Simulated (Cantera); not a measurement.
Charge: 1 mol AlN, 5.7 mol H2, equilibrated at 0.100 bar.

Method: chemical equilibrium by Gibbs-energy minimisation in Cantera with the NASA 1993 tables (ideal gas, pure condensed phases). Candidate condensed phases: Al, AlN; 13 gas species. The numbers say what is thermodynamically allowed, not how fast it happens. All values below are at 1602 °C.

Base state: H2 0.995, H 0.00207, Al 0.00168, N2 0.000941, AlH 0.000199 (mole fractions); condensed: AlN(s).

### Question
What changes in the equilibrium state with this change: pressure from 0.100 bar to 42.0 mbar?

### Answer
```json
[
 {"species": "H2", "before": "0.995", "after": "0.990"},
 {"species": "Al", "before": "0.00168", "after": "0.00406"},
 {"species": "H", "before": "0.00207", "after": "0.00318"},
 {"species": "N2", "before": "0.000941", "after": "0.00218"},
 {"species": "AlH", "before": "0.000199", "after": "0.000310"},
 {"species": "AlN(s), mol", "before": "0.989", "after": "0.975"}
]
```
